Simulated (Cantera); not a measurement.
## Metals in furnace atmospheres: Cu + CO2 + H2 + O2

Charge: 1 mol Cu, 0.03 mol CO2, 11 mol H2, 0.072 mol O2, equilibrated at 552 °C.

Equilibrium computed with Cantera from the NASA thermochemical tables; the gas is ideal and each condensed phase is pure. Candidate condensed phases: C, C6H6, C7H8, C8H18, Cu, CuO, Cu(OH)2, Cu2O, H2O; 113 gas species. Rates play no part.

```tsv
P (Pa)	x H2	x H2O	x CH4	x CO	x CO2	n Cu(s)
10	0.982	0.0156	1.78e-8	0.00257	0.000146	1.00
61	0.982	0.0156	6.61e-7	0.00257	0.000146	1.00
370	0.982	0.0157	2.41e-5	0.00255	0.000145	1.00
2200	0.981	0.0163	0.000631	0.00197	0.000117	1.00
13000	0.979	0.0183	0.00247	0.000249	1.67e-5	1.00
82000	0.979	0.0186	0.00273	7.05e-6	4.78e-7	1.00
500000	0.979	0.0186	0.00273	1.90e-7	1.29e-8	1.00
3000000	0.979	0.0186	0.00273	5.28e-9	3.58e-10	1.00
```
x: gas mole fraction; n: condensed amount in mol.

From 10.0 Pa to 30.0 bar the condensed part is Cu(s).
